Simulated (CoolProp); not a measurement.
A simple Rankine cycle with tetrahydrofuran: condensing at 333.15 K, boiler at 1.89 MPa, turbine inlet 473.7 K, turbine efficiency 0.75, pump efficiency 0.8, no recuperator. Each further row changes one setting.

The numbers come from the reference Helmholtz-energy equation of state, Fiedler 2023 in CoolProp.

```json
[
 {"case": "as stated", "thermal efficiency (%)": "16.9", "net work (kJ/kg)": "99.5", "heat in (kJ/kg)": "590", "turbine exit temperature (K)": "385.6", "volume ratio over the turbine": "23.6"},
 {"case": "turbine inlet 493.7 K", "thermal efficiency (%)": "16.9", "net work (kJ/kg)": "107", "heat in (kJ/kg)": "631", "turbine exit temperature (K)": "408.4", "volume ratio over the turbine": "[?]"},
 {"case": "condensing temperature 325.15 K", "thermal efficiency (%)": "17.8", "net work (kJ/kg)": "[?]", "heat in (kJ/kg)": "605", "turbine exit temperature (K)": "[?]", "volume ratio over the turbine": "30.8"},
 {"case": "boiler pressure 1.32 MPa", "thermal efficiency (%)": "15.4", "net work (kJ/kg)": "[?]", "heat in (kJ/kg)": "606", "turbine exit temperature (K)": "400.5", "volume ratio over the turbine": "15.5"},
 {"case": "turbine efficiency 0.65", "thermal efficiency (%)": "14.6", "net work (kJ/kg)": "85.9", "heat in (kJ/kg)": "590", "turbine exit temperature (K)": "395.0", "volume ratio over the turbine": "[?]"}
]
```

Some entries are withheld; supply them.


- turbine inlet 493.7 K, volume ratio over the turbine: 23.0
- condensing temperature 325.15 K, net work (kJ/kg): 108
- condensing temperature 325.15 K, turbine exit temperature (K): 379.3
- boiler pressure 1.32 MPa, net work (kJ/kg): 93.4
- turbine efficiency 0.65, volume ratio over the turbine: 24.2
